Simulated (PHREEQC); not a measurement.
# Copper plating or etch bath

Dissolve 1 mmol/kgw CuSO4, 0.048 mmol/kgw HBF4 and 2.4 mmol/kgw KCl at 25 °C. Closed to the air; pH follows from the charge balance.

The numbers come from PHREEQC with the ion-association model, phreeqc.dat.

This is a speciation only: nothing precipitates in the calculation.

Problem. Estimate the pH, specific conductance.

Solution. pH 3.85; specific conductance 614 µS/cm.

Problem. In which forms is Cu present?

Solution. Cu+2 91 %, CuSO4 8.7 % of the Cu.

Real BF4- forms and hydrolyses slowly; the run takes it at equilibrium.
